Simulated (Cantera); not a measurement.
Charge: 1 mol Cu, 0.16 mol O2, 59 mol H2, held at 4.80 Torr.

Cantera equilibrium calculation (NASA polynomials, part measured and part estimated; ideal gas, pure solids and liquids). Candidate condensed phases: Cu, CuO, Cu(OH)2, Cu2O, H2O; 12 gas species. Kinetics and transport are ignored.

Problem. Which condensed phases are stable at each of these points (T (°C)): 950, 1050, 1150, 1250, 1350, 1450, 1550, 1650, 1750?

Solution. 
```json
[
 {"T (°C)": "950", "condensed phases": "Cu(s)", "Cu condensed (%)": "100.0"},
 {"T (°C)": "1050", "condensed phases": "Cu(s)", "Cu condensed (%)": "99.8"},
 {"T (°C)": "1150", "condensed phases": "Cu(l)", "Cu condensed (%)": "98.1"},
 {"T (°C)": "1250", "condensed phases": "Cu(l)", "Cu condensed (%)": "88.9"},
 {"T (°C)": "1350", "condensed phases": "Cu(l)", "Cu condensed (%)": "48.3"},
 {"T (°C)": "1450", "condensed phases": "gas only", "Cu condensed (%)": "0.0"},
 {"T (°C)": "1550", "condensed phases": "gas only", "Cu condensed (%)": "0.0"},
 {"T (°C)": "1650", "condensed phases": "gas only", "Cu condensed (%)": "0.0"},
 {"T (°C)": "1750", "condensed phases": "gas only", "Cu condensed (%)": "0.0"}
]
```

From 950 °C to 1050 °C the condensed part is Cu(s). From 1150 °C to 1350 °C the condensed part is Cu(l). From 1450 °C to 1750 °C nothing is condensed.
